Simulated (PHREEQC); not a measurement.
# Reverse-osmosis reject: speciation

Synthetic water in mg/kgw, 5 °C, pH 6.76:

```
constituent         mg/kgw
------------------  ------
Na                    1840
K                      773
Ca                     131
Mg                     256
Cl                    4450
S(6) as SO4            103
Alkalinity as HCO3      67
Br                    3.48
B                     24.6
```

Valence states are taken as typed.

Computed with PHREEQC (Pitzer model, pitzer.dat).

Precipitation was switched off in this run.

Question: Predict the specific conductance, osmotic coefficient.

Answer: specific conductance 7870 µS/cm; osmotic coefficient 0.916.

Question: In which forms is C present?

Answer: HCO3- 69 %, CO2 31 % of the C.

Constants without temperature data keep their 25 °C values here.
